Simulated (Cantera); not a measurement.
**Ignition delay**

Mixture: CO : H2 : CH4 : O2 : N2 = 1 : 0.11 : 1.3 : 7.51 : 28.2 (molar parts), equivalence ratio 0.42, at 0.908 atm, adiabatic and at constant volume. Ignition delay is the time to a rise of 400 K.

Cantera simulation using GRI-Mech 3.0 (53 species, 325 reactions); the numbers are that mechanism's predictions, not measurements.

```tsv
T0 (K)	delay (ms)
1050	70.3
1125	28.2
1200	11.2
1275	4.63
1350	2.10
1425	1.05
1500	0.582
1575	0.345
1650	0.216
```

```
Quantity                                                Result
--------------------------------------------------  ----------
apparent activation energy between 1500 and 1650 K  140 kJ/mol
```
